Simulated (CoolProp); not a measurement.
Saturation properties of ethanol (Tc = 514.7 K, pc = 62.68 bar, ω = 0.644).

Values from CoolProp's reference Helmholtz-energy equation of state, Schroeder 2014.

```json
[
 {"T (K)": "331.5", "p (bar)": "0.4339", "liquid density (kg/m³)": "755.5", "enthalpy of vaporisation (kJ/kg)": "879.8", "liquid cp (kJ/(kg K))": "2.728", "vapour Z": "0.9816", "surface tension (mN/m)": "18.7"},
 {"T (K)": "337.8", "p (bar)": "0.5735", "liquid density (kg/m³)": "749.7", "enthalpy of vaporisation (kJ/kg)": "870.9", "liquid cp (kJ/(kg K))": "2.790", "vapour Z": "0.9778", "surface tension (mN/m)": "18.0"},
 {"T (K)": "344.2", "p (bar)": "0.7521", "liquid density (kg/m³)": "743.6", "enthalpy of vaporisation (kJ/kg)": "861.3", "liquid cp (kJ/(kg K))": "2.854", "vapour Z": "…", "surface tension (mN/m)": "17.4"},
 {"T (K)": "350.5", "p (bar)": "0.9712", "liquid density (kg/m³)": "…", "enthalpy of vaporisation (kJ/kg)": "851.4", "liquid cp (kJ/(kg K))": "2.920", "vapour Z": "0.9684", "surface tension (mN/m)": "16.8"},
 {"T (K)": "356.8", "p (bar)": "1.241", "liquid density (kg/m³)": "731.2", "enthalpy of vaporisation (kJ/kg)": "…", "liquid cp (kJ/(kg K))": "2.988", "vapour Z": "0.9628", "surface tension (mN/m)": "16.2"},
 {"T (K)": "363.1", "p (bar)": "1.570", "liquid density (kg/m³)": "724.7", "enthalpy of vaporisation (kJ/kg)": "…", "liquid cp (kJ/(kg K))": "3.057", "vapour Z": "0.9566", "surface tension (mN/m)": "15.6"},
 {"T (K)": "369.5", "p (bar)": "…", "liquid density (kg/m³)": "718.0", "enthalpy of vaporisation (kJ/kg)": "818.0", "liquid cp (kJ/(kg K))": "3.131", "vapour Z": "0.9496", "surface tension (mN/m)": "14.9"},
 {"T (K)": "375.8", "p (bar)": "2.453", "liquid density (kg/m³)": "711.1", "enthalpy of vaporisation (kJ/kg)": "…", "liquid cp (kJ/(kg K))": "3.206", "vapour Z": "0.9420", "surface tension (mN/m)": "14.3"},
 {"T (K)": "382.1", "p (bar)": "3.022", "liquid density (kg/m³)": "704.0", "enthalpy of vaporisation (kJ/kg)": "792.7", "liquid cp (kJ/(kg K))": "3.283", "vapour Z": "0.9336", "surface tension (mN/m)": "13.7"},
 {"T (K)": "388.5", "p (bar)": "3.704", "liquid density (kg/m³)": "696.4", "enthalpy of vaporisation (kJ/kg)": "778.7", "liquid cp (kJ/(kg K))": "3.364", "vapour Z": "…", "surface tension (mN/m)": "13.1"},
 {"T (K)": "394.8", "p (bar)": "4.491", "liquid density (kg/m³)": "688.7", "enthalpy of vaporisation (kJ/kg)": "764.2", "liquid cp (kJ/(kg K))": "3.447", "vapour Z": "0.9144", "surface tension (mN/m)": "12.4"},
 {"T (K)": "401.1", "p (bar)": "5.406", "liquid density (kg/m³)": "680.7", "enthalpy of vaporisation (kJ/kg)": "748.9", "liquid cp (kJ/(kg K))": "3.531", "vapour Z": "0.9037", "surface tension (mN/m)": "11.8"},
 {"T (K)": "407.4", "p (bar)": "6.464", "liquid density (kg/m³)": "672.3", "enthalpy of vaporisation (kJ/kg)": "732.8", "liquid cp (kJ/(kg K))": "3.617", "vapour Z": "0.8921", "surface tension (mN/m)": "11.2"}
]
```

Fill in the missing entries.


- 344.2, vapour Z: 0.9734
- 350.5, liquid density (kg/m³): 737.5
- 356.8, enthalpy of vaporisation (kJ/kg): 840.9
- 363.1, enthalpy of vaporisation (kJ/kg): 829.8
- 369.5, p (bar): 1.975
- 375.8, enthalpy of vaporisation (kJ/kg): 805.7
- 388.5, vapour Z: 0.9244

It boils at 351.6 K under 1 atm.

Surface tension comes from a separate correlation (Mulero 2012).
